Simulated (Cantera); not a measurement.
Charge: 1 mol CH₄, 0.033 mol H₂O, 3.9 mol N₂, equilibrated at 66000 Torr.

These are equilibrium values from Cantera (NASA tables, ideal gas, pure condensed phases), not measurements of a reactor. Candidate condensed phases: C, C₆H₆, C₇H₈, C₈H₁₈, H₂O; 136 gas species. The ideal-gas law is rough above about 30 bar. Equilibrium is a limit: real reactors are often held back by kinetics, nucleation or transport.

Problem. What share of the C ends up in condensed phases as a function of T (K), at 2273, 2373, 2473, 2573, 2673, 2773, 2873?

Solution. 
```csv
T (K),C condensed (%),as
2273,82.5,C(graphite)
2373,78.0,C(graphite)
2473,72.2,C(graphite)
2573,65.0,C(graphite)
2673,56.3,C(graphite)
2773,46.0,C(graphite)
2873,34.1,C(graphite)
```
